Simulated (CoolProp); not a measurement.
R1233zd(E) at 419.99 K and 0.622 MPa is throttled through a valve to 0.251 MPa with no heat exchange. Each further row changes one setting.

Model: reference Helmholtz-energy equation of state, Akasaka 2022, in CoolProp.

```tsv
case	temperature change (K)	final density (kg/m³)
as stated	-4.5	9.78
outlet pressure 0.0753 MPa	-6.5	2.88
outlet pressure 0.326 MPa	-3.6	12.8
```
